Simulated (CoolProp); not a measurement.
Properties of R227EA along the isotherm 30.65 °C.

Values from CoolProp's reference Helmholtz-energy equation of state, Lemmon 2016.

```
p (MPa)   phase  density (kg/m³)  cv (kJ/(kg K))  speed of sound (m/s)  Joule-Thomson coefficient (K/MPa)  Prandtl number
-------  ------  ---------------  --------------  --------------------  ---------------------------------  --------------
0.0463      gas            3.153          0.7617                 124.5                              16.58           0.700
0.105       gas            7.261          0.7656                 122.9                              16.99           0.706
0.24        gas            17.24               …                     …                              18.07           0.721
1.24     liquid             1370          0.8357                 403.7                                  …            4.60
2.82     liquid             1383          0.8345                     …                           -0.05657            4.65
6.43     liquid             1409          0.8329                 461.0                                  …            4.77
14.6     liquid             1454          0.8316                 530.0                                  …            5.06
```

Q: What belongs in the gaps?

A: 
- 0.24, cv (kJ/(kg K)): 0.7755
- 0.24, speed of sound (m/s): 118.9
- 1.24, Joule-Thomson coefficient (K/MPa): -0.01548
- 2.82, speed of sound (m/s): 422.9
- 6.43, Joule-Thomson coefficient (K/MPa): -0.1247
- 14.6, Joule-Thomson coefficient (K/MPa): -0.2141

Viscosity comes from a separate model (Huber 2003), an estimate that may be off by 10 % or more. Thermal conductivity comes from a separate model (Huber 2003), an estimate that may be off by 10 % or more.
